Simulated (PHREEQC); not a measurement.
Consider water at 25 °C with 0.0015 mol HF, 0.00051 mol AlCl3 and 6.5e-05 mol CuCl2 per kg of water. Closed to the air; pH follows from the charge balance.

All values are PHREEQC results (ion-association model, wateq4f.dat), not measurements.

```csv
quantity,before,after
pH,2.89,3.85
ionic strength (mol/kgw),0.00182,0.000206
HF (mol/kgw),0.000151,6.38e-6
F- (mol/kgw),8.17e-5,3.06e-5
CuCl+ (mol/kgw),2.40e-7,2.72e-9
CuF+ (mol/kgw),7.99e-8,3.39e-9
SI of Tenorite (CuO),-6.11,-5.14
SI of Cu(OH)2 (Cu(OH)2),-7.13,-6.16
```

Problem. Which change was made?
(A) 0.0011 mol/kgw Na2CO3 added
(B) diluted 10-fold with water
(C) HF from 0.0015 to 0.0003 mol/kgw
(D) AlCl3 left out

Solution. B, diluted 10-fold with water

No solid was allowed to form. Fluoro complexes past AlF4- and FeF3 are missing from the database.
